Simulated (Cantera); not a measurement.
## Equilibrium for hydrogen reduction and annealing atmospheres: Fe2O3 + H2 + H2O

A closed system holds: 1 mol Fe2O3, 40 mol H2, 8.7 mol H2O, at 1325 K and 750 Torr.

Method: chemical equilibrium by Gibbs-energy minimisation in Cantera with the NASA 1993 tables (ideal gas, pure condensed phases). Candidate condensed phases: Fe, FeO, Fe(OH)2, Fe(OH)3, Fe2O3, Fe3O4, H2O; 12 gas species. Kinetics and transport are ignored.

```json
{
 "x(H2)": "0.760",
 "x(H2O)": "0.240",
 "x(H)": "1.43e-6",
 "n(Fe(γ))": "2.00 mol",
 "gas_amount": "48.70 mol",
 "log10 activity of Fe(OH)2(s) (absent)": "-6.04",
 "log10 activity of Fe(OH)3(s) (absent)": "-11.44"
}
```
